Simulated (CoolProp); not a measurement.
A simple Rankine cycle with R1224YDZ: condensing at 289.15 K, boiler at 1.93 MPa, turbine inlet 438.4 K, turbine efficiency 0.85, pump efficiency 0.8, no recuperator. Each further row changes one setting.

The numbers come from the reference Helmholtz-energy equation of state, Akasaka 2023 in CoolProp.

```csv
case,thermal efficiency (%),net work (kJ/kg),heat in (kJ/kg),turbine exit temperature (K),volume ratio over the turbine
as stated,17.1,48.0,280,?,19.0
turbine inlet 458.4 K,17.0,51.5,303,386.3,?
condensing temperature 281.15 K,18.4,53.2,?,?,25.7
boiler pressure 1.35 MPa,?,44.5,288,377.4,?
turbine efficiency 0.75,15.0,?,280,371.7,?
```

Problem. Fill in the missing entries.

Solution. 
- as stated, turbine exit temperature (K): 365.1
- turbine inlet 458.4 K, volume ratio over the turbine: 18.3
- condensing temperature 281.15 K, heat in (kJ/kg): 289
- condensing temperature 281.15 K, turbine exit temperature (K): 358.7
- boiler pressure 1.35 MPa, thermal efficiency (%): 15.5
- boiler pressure 1.35 MPa, volume ratio over the turbine: 12.6
- turbine efficiency 0.75, net work (kJ/kg): 42.2
- turbine efficiency 0.75, volume ratio over the turbine: 19.3
